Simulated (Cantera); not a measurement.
A closed system holds: 1 mol SiC, 0.18 mol H2O, 460 mol N2, 3.2 mol CO2, held at 1450 °C and 0.133 bar.

These are equilibrium values from Cantera (NASA tables, ideal gas, pure condensed phases), not measurements of a reactor. Candidate condensed phases: C, C6H6, C7H8, C8H18, H2O, Si, SiC, SiO2, Si2N2O, Si3N4; 151 gas species. The tables hold silica as quartz up to 1696 K and as liquid above; real silica turns to tridymite and cristobalite and melts near 1996 K. The numbers say what is thermodynamically allowed, not how fast it happens.

Base state: N2 0.991, CO 0.00831, CO2 0.000738, H2 0.000292, H2O 9.11e-5, SiO 1.10e-5 (mole fractions); condensed: SiO2(condensed).

Question: What changes in the equilibrium state with this change: pressure from 0.133 bar to 1.33 mbar?

Answer: 
```csv
species,before,after
N2,0.991,0.990
CO,0.00831,0.00776
CO2,0.000738,0.00128
SiO,1.10e-5,0.000593
H,8.55e-6,7.44e-5
H2O,9.11e-5,0.000128
H2,0.000292,0.000221
"SiO2(condensed), mol",0.995,0.724
```
